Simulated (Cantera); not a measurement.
What does this Cantera script print?

```python
import numpy as np
import cantera as ct

gas_names = [...]  # 151 gases of nasa_gas.yaml made of C, H, N, O, Si
cond_names = """
    C(gr) C6H6(L) C7H8(L) C8H18(L),n-octa H2O(s) H2O(L) Si(cr) Si(L) SiC(b) SiO2(Lqz) SiO2(hqz) SiO2(L)
    Si2N2O(s) Si3N4(a)
""".split()


# ... load() reads the species with a 1 bar reference pressure and builds the phases ...
atoms = {
    'SiH4': {'Si': 1, 'H': 4},
    'CO2': {'C': 1, 'O': 2},
    'N2': {'N': 2},
}
top_T = {'C(gr)': 4500, 'SiC(b)': 3050, 'Si2N2O(s)': 2100, 'Si3N4(a)': 2400}  # K; cautious upper limits of use, not melting points


# ... equilibrate(T, P, feed) seeds the gas with the atoms and calls Mixture.equilibrate('TP', solver="vcs", rtol=1e-11, max_steps=5000) ...
results = []
T = 1425  # K
P = 10000  # Pa
for m in [0.27, 0.43, 0.67, 1.1, 1.7, 2.6, 4.1, 6.5, 10]:
    feed = {'SiH4': 1, 'CO2': m, 'N2': 61}  # mol
    mix = equilibrate(T, P, feed)
    results.append((T, P, feed, dict(zip(mix.species_names, mix.species_moles))))

top = {s: max(r[3][s] / sum(r[3][g] for g in gas_names) for r in results) for s in gas_names}
cols = sorted((s for s in top if top[s] > 0.001), key=lambda s: -top[s])[:9]
seen = [c for c in cond_names if any(r[3].get(c, 0) > 1e-12 for r in results)]
print("log10 of partial pressures in bar; condensed amounts in mol")
print(f"{'n(CO2)':>10s}" + "".join(f"{s[:9]:>10s}" for s in cols + seen))
for T, P, feed, n in results:
    ng = sum(n[g] for g in gas_names)
    print(f"{feed['CO2']:10.4g}" + "".join(f"{np.log10(max(n[s] / ng * P / 1e5, 1e-99)):10.3f}" for s in cols)
          + "".join(f"{n.get(c, 0):10.4g}" for c in seen))
```

It prints:

```
log10 of partial pressures in bar; condensed amounts in mol
    n(CO2)        N2       CO2        CO        H2       H2O     C(gr) SiO2(hqz) Si2N2O(s)
      0.27    -1.014   -11.263    -4.194    -2.496    -9.208    0.2232         0       0.5
      0.43    -1.017    -9.359    -3.242    -2.498    -8.258   0.06324         0       0.5
      0.67    -1.019    -6.858    -2.975    -2.500    -6.026         0    0.1128    0.4434
       1.1    -1.022    -6.647    -2.764    -2.504    -6.031         0    0.3995    0.3001
       1.7    -1.026    -6.465    -2.580    -2.509    -6.037         0    0.7995    0.1001
       2.6    -1.032    -3.449    -2.443    -2.604    -3.253         0         1         0
       4.1    -1.041    -2.764    -2.358    -2.803    -2.852         0         1         0
       6.5    -1.057    -2.345    -2.316    -3.036    -2.708         0         1         0
        10    -1.078    -2.057    -2.307    -3.265    -2.658         0         1         0
```

Method: chemical equilibrium by Gibbs-energy minimisation in Cantera with the NASA 1993 tables (ideal gas, pure condensed phases). N2 is the only nitrogen source here; it is nearly inert below about 1500 K, so the nitride shown seldom forms there in practice. Mutual solubility and eutectic melting of coexisting phases are not modelled. The tables hold silica as quartz up to 1696 K and as liquid above; real silica turns to tridymite and cristobalite and melts near 1996 K.
